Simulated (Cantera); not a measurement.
A closed system holds: 1 mol CuO, 0.47 mol CH4, 4.4 mol H2, at 2398.15 K and 0.100 bar.

Equilibrium computed with Cantera from the NASA thermochemical tables; the gas is ideal and each condensed phase is pure. Equilibrium is a limit: real reactors are often held back by kinetics, nucleation or transport.

| species | before | after |
|---|---|---|
| H2 | 0.673 | 0.831 |
| H2O | 0.0741 | 0.0876 |
| CO | 0.0664 | 0.0773 |
| Cu | 0.143 | 2.17e-5 |
| H | 0.0409 | 1.97e-5 |
| Cu2 | 0.000276 | 5.10e-9 |
| O | 3.36e-5 | <1e-9 |
| OH | 0.000826 | 4.53e-8 |
| CO2 | 0.00124 | 0.00358 |
| Cu(l), mol | 0 | 1.000 |
Gas species are given as mole fractions.

### Question
Which change was made?
A. temperature from 2398.15 K to 2550 K
B. temperature from 2398.15 K to 1425 K
C. H2 from 4.4 to 1.9 mol
D. CH4 from 0.47 to 1.1 mol

### Answer
B, temperature from 2398.15 K to 1425 K
